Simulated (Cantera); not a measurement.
Input: 1 mol Cu, 0.27 mol CO₂, 0.49 mol CO, equilibrated at 1700 K.

Equilibrium computed with Cantera from the NASA thermochemical tables; the gas is ideal and each condensed phase is pure. Candidate condensed phases: C, Cu, CuO, Cu₂O; 15 gas species. Equilibrium is a limit: real reactors are often held back by kinetics, nucleation or transport.

Problem. Which condensed phases are stable at each of these points (P (Pa)): 10, 41, 160, 670, 2700, 11000, 45000, 180000, 740000, 3000000?

Solution. 
```
P (Pa)   condensed phases  Cu condensed (%)
-------  ----------------  ----------------
10               gas only               0.0
41                  Cu(l)              51.8
160                 Cu(l)              91.6
670                 Cu(l)              98.2
2700                Cu(l)              99.5
11000               Cu(l)              99.9
45000               Cu(l)             100.0
180000              Cu(l)             100.0
740000              Cu(l)             100.0
3000000             Cu(l)             100.0
```

At 0.0750 Torr nothing is condensed. From 0.308 Torr to 22500 Torr the condensed part is Cu(l).
